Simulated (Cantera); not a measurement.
Charge: 1 mol SiC, 0.041 mol C, 9.3 mol H2, equilibrated at 2725 °C and 1.00 bar.

These are equilibrium values from Cantera (NASA tables, ideal gas, pure condensed phases), not measurements of a reactor. Gases not in the tables: Si2H6 and higher silanes. The numbers say what is thermodynamically allowed, not how fast it happens.

```tsv
species	before	after
H2	0.757	0.998
H	0.137	0.00137
C2H2 (acetylene)	0.0228	0.000648
Si	0.0458	1.61e-6
SiC2	0.0188	5.94e-8
SiH2	0.00149	4.58e-6
Si2	0.000971	<1e-9
Si2C	0.00895	3.98e-8
SiC	0.000119	<1e-9
C3	0.000104	<1e-9
Si3	6.19e-5	<1e-9
C2H	0.000706	1.52e-8
C(graphite), mol	0	0.0246
SiC(s), mol	0	1.000
```
Gas species are given as mole fractions.

Task: What was changed between the two runs?
A. temperature from 2725 °C to 1702 °C
B. temperature from 2725 °C to 2127 °C
C. temperature from 2725 °C to 2102 °C
D. pressure from 1.00 bar to 10.0 mbar

Result: A, temperature from 2725 °C to 1702 °C
